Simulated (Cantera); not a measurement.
A closed system holds: 1 mol Si₂Cl₆, 220 mol H₂, equilibrated at 750 °C and 1.33 mbar.

These are equilibrium values from Cantera (NASA tables, ideal gas, pure condensed phases), not measurements of a reactor. Candidate condensed phases: Si; 19 gas species. The feed counts by its element totals alone. The tables' values for SiCl₃ are old estimates; treat these amounts as uncertain. Equilibrium is a limit: real reactors are often held back by kinetics, nucleation or transport.

Task: What is the equilibrium state?

Result: 
```
Property       Result
----------  ---------
x(H₂)           0.977
x(HCl)         0.0214
x(SiCl₂)     0.000838
x(SiCl₄)     0.000641
x(SiHCl₃)    0.000247
x(SiCl₃)     0.000160
x(SiH₂Cl₂)    1.06e-5
n(Si(s))     1.58 mol
gas amount  222.8 mol
```
